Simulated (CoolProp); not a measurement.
Properties of R245fa along the isotherm 166.85 °C (Tc = 153.9 °C, pc = 3651 kPa, ω = 0.378).

The numbers come from the reference Helmholtz-energy equation of state, Akasaka 2015 in CoolProp.

```
p (kPa)          phase       Z  cp (kJ/(kg K))  speed of sound (m/s)  isothermal compressibility (1/MPa)  viscosity (µPa s)  conductivity (mW/(m K))
-------  -------------  ------  --------------  --------------------  ----------------------------------  -----------------  -----------------------
2280               gas  0.7797           1.322                 137.4                          (withheld)               18.7                     30.8
4560     supercritical  0.3113           5.307            (withheld)                              0.9913               49.5                     51.5
6850     supercritical  0.3021           1.925                 196.5                             0.05142               90.3                     57.6
9130     supercritical  0.3712           1.720                 254.1                             0.02566                105                     61.6
11400    supercritical  0.4421           1.636                 296.5                             0.01720                116                     64.5
13700    supercritical  0.5134           1.587                 331.7                             0.01293                126               (withheld)
16000    supercritical  0.5839           1.554                 361.9                             0.01039                135                     69.1
18300    supercritical  0.6534           1.530                 388.7                            0.008696                143                     71.0
20500    supercritical  0.7191           1.513            (withheld)                            0.007533                151                     72.6
22800    supercritical  0.7869           1.499                 434.0                            0.006616                159                     74.2
25100    supercritical  0.8539           1.487                 454.6                            0.005903                166                     75.7
27400    supercritical  0.9202           1.477                 473.8                            0.005332                173                     77.0
29700    supercritical  0.9858           1.469                 491.8                            0.004865                180               (withheld)
31900    supercritical   1.048           1.462                 508.1                            0.004491         (withheld)                     79.5
34200    supercritical   1.112           1.455                 524.3                            0.004158                194                     80.7
36500    supercritical   1.176           1.450                 539.8                            0.003873                201                     81.8
```

Q: Fill in the missing entries.

A: 
- 2280, isothermal compressibility (1/MPa): 0.5914
- 4560, speed of sound (m/s): 89.54
- 13700, conductivity (mW/(m K)): 67.0
- 20500, speed of sound (m/s): 411.8
- 29700, conductivity (mW/(m K)): 78.3
- 31900, viscosity (µPa s): 187

The peak of cp marks the crossing from liquid-like to gas-like fluid above the critical point.

Viscosity comes from a separate model (Bell 2016), an estimate that may be off by 10 % or more. Thermal conductivity comes from a separate model (Huber 2003), an estimate that may be off by 10 % or more.
